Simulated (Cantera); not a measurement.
Cantera run:

```python
import numpy as np
import cantera as ct

gas_names = """
    N NO NO2 NO3 N2 N2O O O2 O3 Si SiN SiO SiO2 Si2 Si2N Si3
""".split()
cond_names = """
    Si(cr) Si(L) SiO2(Lqz) SiO2(hqz) SiO2(L) Si2N2O(s) Si3N4(a)
""".split()


def load(file, names, dense=False):
    # The tables refer to 1 bar. Condensed volumes are neglected.
    table = {s.name: s for s in ct.Species.list_from_file(file)}
    out = []
    for n in names:
        d = dict(table[n].input_data)
        d["thermo"] = dict(d["thermo"], **{"reference-pressure": 1e5})
        if dense:
            d["equation-of-state"] = {"model": "constant-volume", "density": "1e6 g/cm^3"}
        out.append(ct.Species.from_dict(d))
    return out


gas = ct.Solution(thermo="ideal-gas", species=load("nasa_gas.yaml", gas_names))
cond = {s.name: ct.Solution(thermo="fixed-stoichiometry", species=[s], name=s.name)
        for s in load("nasa_condensed.yaml", cond_names, dense=True)}
atoms = {
    'Si3N4': {'Si': 3, 'N': 4},
    'O2': {'O': 2},
    'N2': {'N': 2},
}
top_T = {'Si2N2O(s)': 2100, 'Si3N4(a)': 2400}  # K; cautious upper limits of use, not melting points


def equilibrate(T, P, feed):
    n = {}
    for name, mol in feed.items():
        for a, k in atoms[name].items():
            n[a] = n.get(a, 0.0) + k * mol
    gas.TPX = T, P, n
    mass = sum(n.values()) * gas.mean_molecular_weight
    gas.equilibrate("TP")
    valid = [c for c in cond.values() if c.min_temp <= T <= top_T.get(c.name, c.max_temp)]
    mix = ct.Mixture([(gas, mass / gas.mean_molecular_weight)] + [(c, 0.0) for c in valid])
    mix.T, mix.P = T, P
    mix.equilibrate("TP", solver="vcs", rtol=1e-11, max_steps=5000)
    return mix


results = []
T = 1600  # K
P = 133.322  # Pa
for m in [0.0064, 0.01, 0.016, 0.025, 0.039, 0.061, 0.095, 0.15, 0.23, 0.37, 0.58, 0.91]:
    feed = {'Si3N4': 1, 'O2': m, 'N2': 90}  # mol
    mix = equilibrate(T, P, feed)
    results.append((T, P, feed, dict(zip(mix.species_names, mix.species_moles))))

top = {s: max(r[3][s] / sum(r[3][g] for g in gas_names) for r in results) for s in gas_names}
cols = sorted((s for s in top if top[s] > 0.001), key=lambda s: -top[s])[:6]
seen = [c for c in cond_names if any(r[3].get(c, 0) > 1e-12 for r in results)]
print("log10 of partial pressures in bar; condensed amounts in mol")
print(f"{'n(O2)':>10s}" + "".join(f"{s[:9]:>10s}" for s in cols + seen))
for T, P, feed, n in results:
    ng = sum(n[g] for g in gas_names)
    print(f"{feed['O2']:10.4g}" + "".join(f"{np.log10(max(n[s] / ng * P / 1e5, 1e-99)):10.3f}" for s in cols)
          + "".join(f"{n.get(c, 0):10.4g}" for c in seen))
```

It prints:

```
log10 of partial pressures in bar; condensed amounts in mol
     n(O2)        N2       SiO Si2N2O(s)  Si3N4(a)
    0.0064    -2.875    -6.722         0    0.9949
      0.01    -2.875    -6.528         0    0.9925
     0.016    -2.875    -6.324         0    0.9885
     0.025    -2.875    -6.131         0    0.9825
     0.039    -2.875    -5.938         0    0.9731
     0.061    -2.876    -5.744         0    0.9585
     0.095    -2.876    -5.552         0    0.9358
      0.15    -2.877    -5.355         0    0.8991
      0.23    -2.877    -5.291    0.1118    0.8085
      0.37    -2.877    -5.291    0.3915     0.622
      0.58    -2.877    -5.291    0.8109    0.3421
      0.91    -2.878    -5.029     1.179         0
```

Equilibrium computed with Cantera from the NASA thermochemical tables; the gas is ideal and each condensed phase is pure. Mutual solubility and eutectic melting of coexisting phases are not modelled.
